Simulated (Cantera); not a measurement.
An isothermal, constant-pressure homogeneous reactor starts with N₂O : H₂O = 1 : 0.13 (molar parts), at 1125 K and 100000 Pa.

Model: GRI-Mech 3.0 (53 species, 325 reactions), integrated in Cantera. GRI-Mech 3.0 was tuned for natural gas; its chemistry of N2O as a main component is partial and can be far from experiment. The mechanism lacks the step 2 NO + O2 → 2 NO2, which can matter for NO2 below about 1400 K. The temperature is held fixed by assumption; the heat of reaction is taken as removed at once.

Predict: x(N₂O) at 20.0 s; x(H₂O) at 20.0 s; x(N₂) at 20.0 s; x(H₂) at 20.0 s; x(NO) at 20.0 s; x(NO₂) at 20.0 s; x(O) at 20.0 s.


```json
{
  "x(N₂O) at 20.0 s": "0.0437 (gas-phase equilibrium 7.40e-9)",
  "x(H₂O) at 20.0 s": "0.0815 (gas-phase equilibrium 0.0798)",
  "x(N₂) at 20.0 s": "0.571 (gas-phase equilibrium 0.613)",
  "x(H₂) at 20.0 s": "3.31e-9 (gas-phase equilibrium 3.49e-10)",
  "x(NO) at 20.0 s": "0.0238 (gas-phase equilibrium 0.000114)",
  "x(NO₂) at 20.0 s": "0.000550 (gas-phase equilibrium 3.41e-6)",
  "x(O) at 20.0 s": "7.51e-8 (gas-phase equilibrium 2.57e-9)"
}
```
